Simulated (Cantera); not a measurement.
Thermodynamics of boron, boron nitride and boron oxide, feed B2O3 + H2O

A closed system holds: 1 mol B2O3, 0.17 mol H2O, held at 51.8 Torr.

Method: chemical equilibrium by Gibbs-energy minimisation in Cantera with the NASA 1993 tables (ideal gas, pure condensed phases). Candidate condensed phases: B, B2O3, B3O3H3, H2O; 23 gas species. Equilibrium is a limit: real reactors are often held back by kinetics, nucleation or transport.

From 1748 K to 1998 K the condensed part is B2O3(l). From 2023 K to 2048 K nothing is condensed. The main B-bearing gas is HBO2 at 1748 K and B2O3 at 2048 K.

```
T (K)  x B2O3  x HBO2   x H2O     x BO2     x H2  n B2O3(l)
-----  ------  ------  ------  --------  -------  ---------
1748   0.0236   0.436   0.536  0.000565  0.00227      0.946
1773   0.0339   0.482   0.479  0.000785  0.00252      0.935
1798   0.0483   0.526   0.420   0.00107  0.00275      0.923
1823   0.0681   0.565   0.361   0.00145  0.00296      0.908
1848   0.0951   0.596   0.302   0.00191  0.00314      0.889
1873    0.131   0.617   0.244   0.00249  0.00328      0.865
1898    0.180   0.622   0.189   0.00316  0.00337      0.834
1923    0.245   0.607   0.139   0.00391  0.00337      0.790
1948    0.330   0.567  0.0937   0.00466  0.00328      0.725
1973    0.440   0.494  0.0555   0.00527  0.00305      0.617
1998    0.584   0.381  0.0259   0.00551  0.00258      0.398
2023    0.717   0.264  0.0105   0.00539  0.00198          0
2048    0.716   0.262  0.0108   0.00623  0.00223          0
```
x: gas mole fraction; n: condensed amount in mol.
